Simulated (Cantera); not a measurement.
A Cantera script and what it prints.

```python
import numpy as np
import cantera as ct

gas_names = """
    C CN CO CO2 C2 CCN CNC C2N2 C2O C3 C3O2 C4 C4N2 C5 N NCO NO NO2 NO3 N2 N2O O O2 O3 Si SiC SiC2 SiN
    SiO SiO2 Si2 Si2C Si2N Si3
""".split()
cond_names = """
    C(gr) Si(cr) Si(L) SiC(b) SiO2(Lqz) SiO2(hqz) SiO2(L) Si2N2O(s) Si3N4(a)
""".split()


# ... load() reads the species with a 1 bar reference pressure and builds the phases ...
atoms = {
    'Si3N4': {'Si': 3, 'N': 4},
    'CO2': {'C': 1, 'O': 2},
    'N2': {'N': 2},
}
top_T = {'C(gr)': 4500, 'SiC(b)': 3050, 'Si2N2O(s)': 2100, 'Si3N4(a)': 2400}  # K; cautious upper limits of use, not melting points


# ... equilibrate(T, P, feed) seeds the gas with the atoms and calls Mixture.equilibrate('TP', solver="vcs", rtol=1e-11, max_steps=5000) ...
results = []
feed = {'Si3N4': 1, 'CO2': 0.075, 'N2': 20}  # mol
P = 0.16  # Pa
for T in [1050, 1150, 1250, 1350, 1450, 1550, 1650]:
    mix = equilibrate(T, P, feed)
    results.append((T, P, feed, dict(zip(mix.species_names, mix.species_moles))))

top = {s: max(r[3][s] / sum(r[3][g] for g in gas_names) for r in results) for s in gas_names}
cols = sorted((s for s in top if top[s] > 1e-05), key=lambda s: -top[s])[:7]
seen = [c for c in cond_names if any(r[3].get(c, 0) > 1e-12 for r in results)]
print("log10 of partial pressures in bar; condensed amounts in mol")
print(f"{'T/K':>10s}" + "".join(f"{s[:9]:>10s}" for s in cols + seen))
for T, P, feed, n in results:
    ng = sum(n[g] for g in gas_names)
    print(f"{T:10.4g}" + "".join(f"{np.log10(max(n[s] / ng * P / 1e5, 1e-99)):10.3f}" for s in cols)
          + "".join(f"{n.get(c, 0):10.4g}" for c in seen))
```

It prints:

```
log10 of partial pressures in bar; condensed amounts in mol
       T/K        N2        Si       SiO        CO      Si2C       Si2      Si2N    Si(cr)    SiC(b) Si2N2O(s)  Si3N4(a)
      1050    -5.796   -17.347   -14.261   -11.411   -22.407   -24.962   -21.830         0   0.07495      0.15     0.875
      1150    -5.796   -14.338   -11.730   -10.740   -18.741   -20.293   -17.988         0   0.07477    0.1497    0.8752
      1250    -5.796   -11.816    -9.611   -10.177   -15.670   -16.379   -14.769         0   0.07416    0.1461    0.8769
      1350    -5.799    -9.700    -7.972    -9.800   -13.091   -13.112   -12.094     2.777   0.07281         0         0
      1450    -5.800    -8.512    -7.976    -9.624   -11.506   -11.566   -11.057     2.738   0.07166         0         0
      1550    -5.808    -7.479    -7.988    -9.479   -10.131   -10.222   -10.162     2.309   0.06926         0         0
      1650    -5.850    -6.751    -8.059    -9.053    -9.105    -9.402    -9.752         0   0.04895         0         0
```

Equilibrium computed with Cantera from the NASA thermochemical tables; the gas is ideal and each condensed phase is pure. Mutual solubility and eutectic melting of coexisting phases are not modelled. The tables' values for SiN are old estimates; treat these amounts as uncertain.
